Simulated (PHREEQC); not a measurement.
0.081 g of hydrous ferric oxide (600 m²/g; 0.2 weak and 0.005 strong sites per Fe, Dzombak-Morel constants, diffuse double layer) in 1 kg of water with 0.3 mol/kgw of an inert sodium salt and 0.00078 mmol/kgw ZnSO4 and 0.00029 mmol/kgw SrCl2, at 25 °C; the pH is set by adding NaOH or the inert anion's acid. Oxygen is held at 0.21 atm. CO2 from the air is kept out. No solid was allowed to form.

Base run: PHREEQC, ion-association model, wateq4f.dat. Each further column changes one thing. The table gives Zn sorbed (%).

```csv
pH,base,no electrostatic term (-no_edl),background salt from 0.3 to 0.03 mol/kgw,oxide from 0.081 to 0.41 g/kgw
4,0.0,0.0,0.0,0.0
5.33,1.9,3.0,?,9.1
6,22.3,?,?,59.7
6.67,78.8,?,81.5,95.4
8,99.8,99.9,99.9,100.0
9.33,100.0,99.7,100.0,100.0
10,100.0,96.2,100.0,100.0
10.67,99.9,53.6,100.0,100.0
12,80.2,0.0,98.5,?
```

### Question
Some entries are withheld; supply them.

### Answer

- 5.33, background salt from 0.3 to 0.03 mol/kgw: 2.1
- 6, no electrostatic term (-no_edl): 38.1
- 6, background salt from 0.3 to 0.03 mol/kgw: 23.7
- 6.67, no electrostatic term (-no_edl): 91.2
- 12, oxide from 0.081 to 0.41 g/kgw: 96.0
